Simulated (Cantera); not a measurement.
An adiabatic, constant-volume homogeneous reactor starts with CH₄ : O₂ : N₂ = 1 : 6.06 : 22.8 (molar parts), equivalence ratio 0.33, at 1525 K and 690 Torr. Integrator tolerance rtol = 1e-08.

Model: GRI-Mech 3.0 (53 species, 325 reactions), integrated in Cantera.

Problem. What does this change do: constant pressure in place of constant volume?

Solution. 
```csv
quantity,before,after
time of steepest temperature rise,0.717 ms,0.735 ms
temperature at 2.00 s,2337 K,2190 K
equilibrium temperature,2337 K,2190 K
x(CH₄) at 2.00 s,<1e-12 (gas-phase equilibrium <1e-12),<1e-12 (gas-phase equilibrium <1e-12)
x(O₂) at 2.00 s,0.128 (gas-phase equilibrium 0.128),0.130 (gas-phase equilibrium 0.130)
x(HO₂) at 2.00 s,5.44e-6 (gas-phase equilibrium 5.44e-6),3.14e-6 (gas-phase equilibrium 3.14e-6)
x(CO) at 2.00 s,0.00112 (gas-phase equilibrium 0.00112),0.000537 (gas-phase equilibrium 0.000537)
x(CO₂) at 2.00 s,0.0323 (gas-phase equilibrium 0.0323),0.0329 (gas-phase equilibrium 0.0329)
x(CH₂) at 2.00 s,<1e-12 (gas-phase equilibrium <1e-12),<1e-12 (gas-phase equilibrium <1e-12)
```
